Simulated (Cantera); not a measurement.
A perfectly stirred reactor is fed with 45.5 % CH4, 54.5 % H2O, at 13000 Pa; it is held at 1850 K, and followed from long to short residence time.

Detailed kinetics in Cantera: GRI-Mech 3.0 (53 species, 325 reactions).

x: mole fraction; the columns are a selection and need not sum to one.

```csv
τ (s),x CH4,x H2O,x CH3,x HCO,x HO2
0.41,0.0213,0.180,(withheld),3.85e-8,1.55e-12
0.24,0.0271,0.212,(withheld),4.80e-8,2.11e-12
0.14,0.0345,0.247,(withheld),6.09e-8,2.77e-12
0.084,0.0435,0.281,(withheld),7.64e-8,3.42e-12
0.049,0.0559,0.315,(withheld),9.63e-8,4.03e-12
0.029,0.0719,0.346,(withheld),1.19e-7,4.46e-12
0.017,0.0932,0.374,(withheld),1.45e-7,4.68e-12
0.010,0.120,0.398,(withheld),1.74e-7,4.74e-12
0.0060,0.153,0.420,(withheld),2.04e-7,4.69e-12
0.0035,0.193,0.443,(withheld),2.37e-7,4.57e-12
```

Q: What belongs in the gaps?

A: 
- 0.41, x CH3: 0.000762
- 0.24, x CH3: 0.000970
- 0.14, x CH3: 0.00123
- 0.084, x CH3: 0.00155
- 0.049, x CH3: 0.00197
- 0.029, x CH3: 0.00247
- 0.017, x CH3: 0.00311
- 0.010, x CH3: 0.00388
- 0.0060, x CH3: 0.00475
- 0.0035, x CH3: 0.00576
